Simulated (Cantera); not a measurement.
Feed: 1 mol Si₃N₄, 3.4 mol H₂O, 9.7 mol N₂, at 0.0133 bar.

Cantera equilibrium calculation (NASA polynomials, part measured and part estimated; ideal gas, pure solids and liquids). Candidate condensed phases: H₂O, Si, SiO₂, Si₂N₂O, Si₃N₄; 35 gas species. Mutual solubility and eutectic melting of coexisting phases are not modelled. The tables hold silica as quartz up to 1696 K and as liquid above; real silica turns to tridymite and cristobalite and melts near 1996 K. Equilibrium is a limit: real reactors are often held back by kinetics, nucleation or transport.

Problem. What share of the Si ends up in condensed phases as a function of T (K), at 1098, 1173, 1248, 1323, 1398, 1473, 1548, 1623, 1698, 1773, 1848?

Solution. 
```csv
T (K),Si condensed (%),as
1098,100.0,SiO₂(β-quartz) + Si₂N₂O(s)
1173,100.0,SiO₂(β-quartz) + Si₂N₂O(s)
1248,100.0,SiO₂(β-quartz) + Si₂N₂O(s)
1323,100.0,SiO₂(β-quartz) + Si₂N₂O(s)
1398,100.0,SiO₂(β-quartz) + Si₂N₂O(s)
1473,99.8,SiO₂(β-quartz) + Si₂N₂O(s)
1548,98.7,SiO₂(β-quartz) + Si₂N₂O(s)
1623,92.1,SiO₂(β-quartz) + Si₂N₂O(s)
1698,54.8,SiO₂(condensed) + Si₂N₂O(s)
1773,13.3,SiO₂(condensed)
1848,13.0,SiO₂(condensed)
```
